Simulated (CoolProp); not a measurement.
Vapour-liquid equilibrium of o-xylene (1) + n-nonane (2) at 327 kPa; x and y are mole fractions of (1).

The numbers come from the multi-fluid Helmholtz-energy mixture model, Zhou 2012 and Lemmon 2006; pair parameters Bell 2016 in CoolProp.

```
x     bubble temperature (K)  y at the bubble point  dew temperature at overall composition x (K)  liquid density (mol/L)
----  ----------------------  ---------------------  --------------------------------------------  ----------------------
0.05                   473.8                  0.061                                         473.9                   4.444
0.15                   472.5                  0.177                                         472.8                   4.625
0.25                   471.4                  0.286                                         471.7                   4.818
0.35                   470.4                  0.389                                         470.7                   5.023
0.45                   469.5                  0.485                                         469.8                   5.241
0.55                   468.9                  0.578                                         469.1                   5.475
0.65                   468.4                  0.669                                         468.5                   5.725
0.75                   468.0                  0.759                                         468.1                   5.993
0.85                   467.9                  0.851                                         467.9                   6.282
0.95                   467.9                  0.949                                         467.9                   6.593
```

y crosses x between x = 0.85 and 0.95: the model has an azeotrope there.

Pair parameters are fitted to limited data, so mixtures are less certain than the pure fluids.
